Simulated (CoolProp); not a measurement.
A Linde-Hampson liquefier for dry air: isothermal reversible compression at 300 K from 1 atm to 5 MPa, throttling to 1 atm, return gas leaving the recuperator 10 K below the feed. Each further row changes one setting.

Values from CoolProp's reference Helmholtz-energy equation of state, Lemmon 2000. It is a pseudo-pure fit of the blend.

```
case                        liquid yield per pass  compression work (kJ/kg of gas)
--------------------------  ---------------------  -------------------------------
as stated                                   0.001                              335
high pressure 10 MPa                        0.024                              394
warm-end temperature 330 K              no liquid                              369
warm-end gap 15 K                       no liquid                              335
```
